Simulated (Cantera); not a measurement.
A Cantera script and what it prints.

```python
import numpy as np
import cantera as ct

gas_names = """
    Fe FeO Fe(OH)2 H HO2 H2 H2O H2O2 H2S H2SO4 O OH O2 O3 S SH SO SO2 SO3 S2 S2O S8
""".split()
cond_names = """
    Fe(a) Fe(c) Fe(d) Fe(L) FeO(s) FeO(L) Fe(OH)2(s) Fe(OH)3(s) FeS(a) FeS(b) FeS(c) FeS(L) FeSO4(s)
    FeS2(s) Fe2O3(s) Fe2S3O12(s) Fe3O4(s) H2O(s) H2O(L) H2SO4(L) S(cr1) S(cr2) S(L)
""".split()


# ... load() reads the species with a 1 bar reference pressure and builds the phases ...
atoms = {
    'FeS2': {'Fe': 1, 'S': 2},
    'H2': {'H': 2},
    'H2O': {'H': 2, 'O': 1},
}
top_T = {'FeSO4(s)': 950, 'FeS2(s)': 1010, 'Fe2O3(s)': 1830, 'Fe2S3O12(s)': 1100, 'Fe3O4(s)': 1870}  # K; cautious upper limits of use, not melting points


# ... equilibrate(T, P, feed) seeds the gas with the atoms and calls Mixture.equilibrate('TP', solver="vcs", rtol=1e-11, max_steps=5000) ...
results = []
feed = {'FeS2': 1, 'H2': 2.2, 'H2O': 0.098}  # mol
T = 1373.15  # K
for P in [10, 42, 180, 750, 3200, 13000, 56000, 240000, 1000000]:
    mix = equilibrate(T, P, feed)
    results.append((T, P, feed, dict(zip(mix.species_names, mix.species_moles))))

top = {s: max(r[3][s] / sum(r[3][g] for g in gas_names) for r in results) for s in gas_names}
cols = sorted((s for s in top if top[s] > 0.001), key=lambda s: -top[s])[:6]
seen = [c for c in cond_names if any(r[3].get(c, 0) > 1e-12 for r in results)]
print("log10 of partial pressures in bar; condensed amounts in mol")
print(f"{'P/Pa':>10s}" + "".join(f"{s[:9]:>10s}" for s in cols + seen))
for T, P, feed, n in results:
    ng = sum(n[g] for g in gas_names)
    print(f"{P:10.4g}" + "".join(f"{np.log10(max(n[s] / ng * P / 1e5, 1e-99)):10.3f}" for s in cols)
          + "".join(f"{n.get(c, 0):10.4g}" for c in seen))
```

Result:

```
log10 of partial pressures in bar; condensed amounts in mol
      P/Pa        H2       H2S        S2       H2O        SH    FeS(c)
        10    -4.113    -5.649    -4.776    -5.455    -6.474    0.9999
        42    -3.497    -4.733    -4.176    -4.825    -5.866         1
       180    -2.879    -3.822    -3.590    -4.184    -5.264         1
       750    -2.282    -2.959    -3.056    -3.550    -4.699         1
      3200    -1.686    -2.126    -2.583    -2.903    -4.164         1
   1.3e+04    -1.115    -1.378    -2.228    -2.277    -3.701         1
   5.6e+04    -0.512    -0.660    -1.999    -1.630    -3.285         1
   2.4e+05     0.105     0.005    -1.902    -0.992    -2.928         1
     1e+06     0.720     0.635    -1.872    -0.371    -2.606         1
```

Cantera equilibrium calculation (NASA polynomials, part measured and part estimated; ideal gas, pure solids and liquids). FeS: taken at fixed stoichiometry.
